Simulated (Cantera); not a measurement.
Feed: 1 mol C2H2, 1.9 mol CO2, at 21000 Torr.

Equilibrium computed with Cantera from the NASA thermochemical tables; the gas is ideal and each condensed phase is pure. Candidate condensed phases: C, C6H6, C7H8, C8H18, H2O; 110 gas species. Kinetics and transport are ignored.

### Question
At 2925 K, list the 4 most abundant gas species with their mole fractions, and the condensed phases.

### Answer
CO 0.788, H2 0.192, H 0.0103, C2H2 (acetylene) 0.00955. Condensed: C(graphite).
